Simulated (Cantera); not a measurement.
An isothermal, constant-pressure homogeneous reactor starts with 43.5 % NO, 56.5 % N₂, at 1698 K and 17000 Pa.

Model: GRI-Mech 3.0 (53 species, 325 reactions), integrated in Cantera.

Task: Predict: x(NO) at 100 s; x(NO₂) at 100 s; x(O) at 100 s; x(N₂) at 100 s; x(O₂) at 100 s; x(N₂O) at 100 s.

Result: 
```json
{
 "x(NO) at 100 s": "0.155 (gas-phase equilibrium 0.00292)",
 "x(NO₂) at 100 s": "0.000163 (gas-phase equilibrium 3.83e-6)",
 "x(O) at 100 s": "4.04e-5 (gas-phase equilibrium 4.96e-5)",
 "x(N₂) at 100 s": "0.705 (gas-phase equilibrium 0.781)",
 "x(O₂) at 100 s": "0.140 (gas-phase equilibrium 0.216)",
 "x(N₂O) at 100 s": "8.34e-6 (gas-phase equilibrium 7.00e-8)"
}
```
